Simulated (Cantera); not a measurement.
Cantera run, input and output.

```python
import numpy as np
import cantera as ct

gas = ct.Solution("gri30.yaml")
gas.TPX = 300, 500000, {'CH4': 1, 'O2': 1.11, 'N2': 4.18}
inlet = ct.Reservoir(gas, clone=True)
gas.equilibrate("HP")  # start burning
reactor = ct.IdealGasConstPressureReactor(gas, energy="on", clone=False)
exhaust = ct.Reservoir(gas, clone=True)
tau = [0.065, 0.023, 0.0083, 0.003, 0.0011, 0.00038, 0.00014, 4.8e-05, 1.7e-05][0]
for a, b in ((inlet, reactor), (reactor, exhaust)):
    ct.MassFlowController(a, b, mdot=lambda t: reactor.mass / tau)
net = ct.ReactorNet([reactor])
show = ['CH4', 'O2', 'HO2', 'CH2CO', 'H', 'C2H6']

rows = []
print(f"{'tau/s':>10s}{'T/K':>9s}" + "".join(f"{s:>11s}" for s in show))
for tau in [0.065, 0.023, 0.0083, 0.003, 0.0011, 0.00038, 0.00014, 4.8e-05, 1.7e-05]:
    net.initial_time = 0.0
    net.advance(30 * tau)
    before = gas.X
    net.advance(40 * tau)
    drift = np.max(np.abs(gas.X - before) / (gas.X + 1e-9))
    rows.append([gas.T, *gas[show].X, drift])
    print(f"{tau:10.3e}{gas.T:9.1f}" + "".join(f"{x:11.3e}" for x in gas[show].X))
```

It prints:

```
     tau/s      T/K        CH4         O2        HO2      CH2CO          H       C2H6
 6.500e-02   1774.2  1.375e-02  8.256e-04  2.586e-07  3.337e-05  4.893e-05  1.966e-05
 2.300e-02   1779.4  1.690e-02  1.903e-03  6.375e-07  6.843e-05  5.684e-05  4.331e-05
 8.300e-03   1769.5  2.049e-02  4.325e-03  1.641e-06  1.409e-04  6.450e-05  1.001e-04
 3.000e-03   1720.3  2.608e-02  1.083e-02  5.228e-06  3.178e-04  6.447e-05  2.846e-04
 1.100e-03    300.0  1.590e-01  1.765e-01  3.343e-21  2.874e-19 -1.036e-35  6.654e-19
 3.800e-04    300.0  1.590e-01  1.765e-01  1.634e-23  1.405e-21  4.033e-38  3.253e-21
 1.400e-04    300.0  1.590e-01  1.765e-01  1.032e-24  8.874e-23  2.456e-39  2.055e-22
 4.800e-05    300.0  1.590e-01  1.765e-01  6.521e-26  5.606e-24  2.803e-39  1.298e-23
 1.700e-05    300.0  1.590e-01  1.765e-01  4.119e-27  3.541e-25 -1.317e-40  8.199e-25
```

Detailed kinetics in Cantera: GRI-Mech 3.0 (53 species, 325 reactions).
